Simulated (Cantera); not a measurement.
A closed system holds: 1 mol FeCl3, 0.82 mol H2O, 24 mol N2, 2.5 mol O2, held at 0.00293 Torr.

Equilibrium computed with Cantera from the NASA thermochemical tables; the gas is ideal and each condensed phase is pure. Candidate condensed phases: Fe, FeCl2, FeCl3, FeO, Fe(OH)2, Fe(OH)3, Fe2O3, Fe3O4, H2O, NH4Cl; 37 gas species. The tables' stoichiometric FeO is somewhat more stable than real wüstite, so its field is too wide. FeO: taken at fixed stoichiometry. Equilibrium is a limit: real reactors are often held back by kinetics, nucleation or transport. All values below are at 1675 K.

Base state: N2 0.791, O2 0.0820, Cl 0.0489, HCl 0.0212, H2O 0.0145, FeCl2 0.0144, Fe 0.0137, O 0.00495 (mole fractions); condensed: FeO(l).

**Question.** What changes in the equilibrium state with this change: N2 from 24 to 170 mol?

**Answer.** 
| species | before | after |
|---|---|---|
| N2 | 0.791 | 0.958 |
| O2 | 0.0820 | 0.0134 |
| Cl | 0.0489 | 0.0128 |
| FeCl2 | 0.0144 | 0.000344 |
| H2O | 0.0145 | 0.00217 |
| HCl | 0.0212 | 0.00339 |
| Fe | 0.0137 | 0.00474 |
| FeCl | 2.41e-5 | 2.19e-6 |
| FeO | 0.00393 | 0.000551 |
| FeO(l), mol | 0.0269 | 0 |
